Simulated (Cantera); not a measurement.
A freely propagating, adiabatic, planar premixed flame of CH₄ : O₂ : N₂ : CO₂ = 1 : 1.33 : 3.73 : 0.091 (molar parts), unburnt at 475 K and 0.987 atm; mixture-averaged transport, grid criteria slope 0.08 and curve 0.16, no radiation.

Model: GRI-Mech 3.0 (53 species, 325 reactions), integrated in Cantera. Burning velocities carry a grid error of a few per cent, more on coarse grids.

Q: Predict: laminar burning velocity; thermal thickness; peak x(C₂H₄); peak x(C₂H₆).

A: laminar burning velocity: 52.4 cm/s
thermal thickness: 0.534 mm
peak x(C₂H₄): 0.00255
peak x(C₂H₆): 0.00215
